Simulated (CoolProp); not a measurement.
Vapour-liquid equilibrium of carbon dioxide (1) + carbonyl sulfide (2) at -2.35 °C; x and y are mole fractions of (1).

Model: multi-fluid Helmholtz-energy mixture model, Span 1996 and Lemmon 2006; pair parameters Bell 2016, in CoolProp.

| x | bubble pressure, mixture model (MPa) | bubble pressure, Raoult's law (MPa) | y, mixture model | y, Raoult's law |
|---|---|---|---|---|
| 0.05 | 0.8211 | 0.7394 | 0.271 | 0.221 |
| 0.15 | ? | 1.006 | ? | 0.488 |
| 0.25 | 1.520 | 1.273 | 0.640 | 0.643 |
| 0.35 | 1.794 | 1.540 | 0.714 | 0.744 |
| 0.45 | ? | 1.806 | 0.767 | 0.815 |
| 0.55 | ? | 2.073 | 0.810 | 0.868 |
| 0.65 | 2.478 | 2.340 | 0.849 | 0.909 |
| 0.75 | 2.695 | 2.606 | 0.888 | 0.942 |
| 0.85 | 2.918 | 2.873 | ? | 0.968 |
| 0.95 | ? | 3.140 | 0.975 | 0.990 |

Task: Fill in the missing entries.

Result: 
- 0.15, bubble pressure, mixture model (MPa): 1.200
- 0.15, y, mixture model: 0.521
- 0.45, bubble pressure, mixture model (MPa): 2.038
- 0.55, bubble pressure, mixture model (MPa): 2.262
- 0.85, y, mixture model: 0.929
- 0.95, bubble pressure, mixture model (MPa): 3.152

The largest gap from Raoult's law is +19.4 % in bubble pressure, at x = 0.25. No azeotrope shows between x = 0.05 and 0.95.

Pair parameters are fitted to limited data, so mixtures are less certain than the pure fluids.
